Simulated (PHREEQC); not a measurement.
Dissolve 1.2 mmol/kgw NH3 and 1.7 mmol/kgw NaCl at 25 °C. Closed to the air; pH follows from the charge balance.

Model: ion-association model, phreeqc.dat, run in PHREEQC.

Precipitation was switched off in this run.

Question: What pH, specific conductance, ionic strength does the model give?

Answer: pH 10.13; specific conductance 245 µS/cm; ionic strength 0.00184 mol/kgw.

Question: In which forms is N present?

Answer: NH3 88 %, NH4+ 12 % of the N.
